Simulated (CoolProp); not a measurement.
The fluid at 402.28 K and 0.321 MPa flows at 3.7 m/s in a round tube of 2 mm bore and 45 µm roughness, fully developed (64/Re and Nu = 3.66 if laminar; Colebrook and Gnielinski if turbulent). The same conditions are run with several fluids, on thermodynamics alone (safety and materials aside).

Model: reference Helmholtz-energy equation of state of each fluid (nitrogen: Span 2000; R404A: Lemmon 2003; R11: Jacobsen 1992), in CoolProp. Blends and air are pseudo-pure fits.

```csv
fluid,Reynolds number,Darcy friction factor,pressure drop (Pa/m),heat-transfer coefficient (W/(m² K)),mass flow (kg/h)
nitrogen,891,0.0719,…,60.4,…
R404A,…,…,1900,244,…
R11,…,…,2610,…,0.576
```

Fill in the missing entries.


- nitrogen, pressure drop (Pa/m): 661
- nitrogen, mass flow (kg/h): 0.112
- R404A, Reynolds number: 4340
- R404A, Darcy friction factor: 0.0583
- R404A, mass flow (kg/h): 0.399
- R11, Reynolds number: 7370
- R11, Darcy friction factor: 0.0554
- R11, heat-transfer coefficient (W/(m² K)): 257

Transport values come from each fluid's own correlations; those of R11 are estimates that may be off by 10 % or more.
